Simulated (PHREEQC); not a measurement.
A column of 1 m (40 cells, dispersivity 0.08 m, 720 s a shift, diffusion coefficient 3e-10 m²/s) holds 0.016 eq of the database's cation exchanger X per kg of pore water, first in equilibrium with 25 mmol/kgw KCl, 0.62 mmol/kgw CuCl2 and 0.01 mmol/kgw HCl. It is flushed with 0.028 mol/kgw LiCl and 1e-05 mol/kgw HCl, at 40 °C. Values are for the last cell. The system is closed to CO2. Precipitation was switched off in this run.

Computed with PHREEQC (ion-association model, phreeqc.dat).

| pore volumes | Li in solution (mol/kgw) | K in solution (mol/kgw) | Cu in solution (mol/kgw) | LiX on the exchanger (mol/kgw) |
|---|---|---|---|---|
| 0 | 0 | 0.0250 | 0.000620 | 0 |
| 0.2625 | 1.44e-6 | 0.0250 | 0.000620 | 1.49e-7 |
| 0.3875 | 0.000106 | 0.0249 | 0.000617 | 1.10e-5 |
| 0.6375 | 0.00254 | 0.0229 | 0.000536 | 0.000281 |
| 0.7625 | 0.00510 | 0.0208 | 0.000457 | 0.000608 |
| 1.012 | 0.0108 | 0.0158 | 0.000302 | 0.00157 |
| 1.137 | 0.0134 | 0.0136 | 0.000243 | 0.00215 |
| 1.387 | 0.0173 | 0.0101 | 0.000162 | 0.00339 |
| 1.512 | 0.0188 | 0.00876 | 0.000135 | 0.00400 |
| 1.762 | 0.0210 | 0.00670 | 9.95e-5 | 0.00518 |
| 1.887 | 0.0219 | 0.00591 | 8.72e-5 | 0.00574 |
| 2.138 | 0.0232 | 0.00467 | 6.95e-5 | 0.00677 |
| 2.263 | 0.0237 | 0.00417 | 6.31e-5 | 0.00725 |
| 2.513 | 0.0245 | 0.00337 | 5.33e-5 | 0.00813 |
| 2.638 | 0.0249 | 0.00304 | 4.96e-5 | 0.00853 |
| 2.888 | 0.0254 | 0.00249 | 4.36e-5 | 0.00927 |
| 3.013 | 0.0257 | 0.00226 | 4.12e-5 | 0.00961 |
| 3.263 | 0.0261 | 0.00187 | 3.73e-5 | 0.0102 |
| 3.388 | 0.0262 | 0.00170 | 3.58e-5 | 0.0105 |
| 3.638 | 0.0265 | 0.00142 | 3.31e-5 | 0.0110 |
| 3.763 | 0.0266 | 0.00129 | 3.20e-5 | 0.0113 |
| 4.013 | 0.0269 | 0.00108 | 3.01e-5 | 0.0117 |

Away from 25 °C the constants follow the database's enthalpies or fits; those with neither stay at their 25 °C values.
